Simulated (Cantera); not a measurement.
Charge: 1 mol CH₃Cl, 0.36 mol CH₄, 11 mol H₂, 0.032 mol HCl, at 0.0570 bar.

Cantera equilibrium calculation (NASA polynomials, part measured and part estimated; ideal gas, pure solids and liquids). Candidate condensed phases: C, C₆H₆, C₇H₈, C₈H₁₈; 91 gas species. Rates play no part.

Question: At 2500 K, list the 6 most abundant gas species with their mole fractions, and the condensed phases.

Answer: H₂ 0.824, H 0.0956, HCl 0.0658, C₂H₂ (acetylene) 0.00891, Cl 0.00540, C₂H 7.43e-5. Condensed: C(graphite).
